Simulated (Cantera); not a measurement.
# Adiabatic ignition

An adiabatic, constant-pressure homogeneous reactor starts with CH4 : O2 : N2 = 1 : 1.18 : 4.42 (molar parts), at 1723 K and 4.93 atm.

Detailed kinetics in Cantera: GRI-Mech 3.0 (53 species, 325 reactions).

```tsv
t (s)	T (K)	x CH4	x O2	x C2H2	x HO2	x NO
5.00e-6	1722	0.151	0.179	8.69e-10	1.68e-5	1.26e-12
1.19e-5	1723	0.150	0.178	5.25e-8	2.55e-5	6.94e-12
2.84e-5	1735	0.145	0.176	3.59e-6	7.40e-5	5.57e-11
6.77e-5	2837	5.65e-11	0.000365	4.86e-11	5.30e-7	0.000341
0.000161	2851	1.93e-11	0.000292	<1e-12	4.21e-7	0.000597
0.000384	2849	1.97e-11	0.000285	<1e-12	4.12e-7	0.000970
0.000916	2848	2.00e-11	0.000281	<1e-12	4.06e-7	0.00122
0.00218	2848	2.01e-11	0.000280	<1e-12	4.05e-7	0.00124
0.00520	2848	2.01e-11	0.000280	<1e-12	4.05e-7	0.00124
0.0124	2848	2.01e-11	0.000280	<1e-12	4.05e-7	0.00124
0.0296	2848	2.01e-11	0.000280	<1e-12	4.05e-7	0.00124
0.0704	2848	2.01e-11	0.000280	<1e-12	4.05e-7	0.00124
0.168	2848	2.01e-11	0.000280	<1e-12	4.05e-7	0.00124
0.400	2848	2.01e-11	0.000280	<1e-12	4.05e-7	0.00124
```
x: mole fraction; the columns are a selection and need not sum to one.

| Property | Result |
|---|---|
| time of steepest temperature rise | 57.4 µs |
| temperature at 0.400 s | 2848 K |
| equilibrium temperature | 2848 K |
| x(CH4) at 0.400 s | 2.01e-11 (gas-phase equilibrium 2.28e-11) |
| x(O2) at 0.400 s | 0.000280 (gas-phase equilibrium 0.000280) |
| x(C2H2) at 0.400 s | <1e-12 (gas-phase equilibrium <1e-12) |
